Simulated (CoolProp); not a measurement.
Saturation properties of tetrahydrofuran (Tc = 540.2 K, pc = 5.304 MPa, ω = 0.234).

The numbers come from the reference Helmholtz-energy equation of state, Fiedler 2023 in CoolProp.

| T (K) | p (MPa) | liquid density (kg/m³) | vapour density (kg/m³) | enthalpy of vaporisation (kJ/kg) | liquid cp (kJ/(kg K)) |
|---|---|---|---|---|---|
| 273.4 | 0.006488 | 908.9 | 0.2065 | 463.0 | 1.640 |
| 280.8 | 0.009549 | 900.9 | 0.2963 | 457.8 | 1.664 |
| 288.3 | 0.01379 | 892.7 | 0.4175 | 452.6 | 1.689 |
| 295.8 | 0.01949 | 884.5 | 0.5761 | 447.4 | 1.715 |
| 303.2 | 0.02688 | 876.4 | 0.7769 | 442.2 | 1.742 |
| 310.7 | 0.03656 | 868.0 | 1.034 | 436.9 | 1.771 |
| 318.2 | 0.04887 | 859.6 | 1.354 | 431.6 | 1.800 |
| 325.6 | 0.06409 | 851.2 | 1.742 | 426.2 | 1.829 |
| 333.1 | 0.08314 | 842.7 | 2.218 | 420.8 | 1.859 |
| 340.6 | 0.1064 | 834.0 | 2.791 | 415.2 | 1.890 |
| 348 | 0.1342 | 825.3 | 3.464 | 409.6 | 1.922 |
| 355.5 | 0.1677 | 816.4 | 4.266 | 403.8 | 1.954 |
| 363 | 0.2075 | 807.4 | 5.206 | 397.9 | 1.987 |
| 370.4 | 0.2535 | 798.3 | 6.283 | 391.9 | 2.020 |
| 377.9 | 0.3077 | 789.0 | 7.543 | 385.6 | 2.055 |

It boils at 339.1 K under 1 atm.
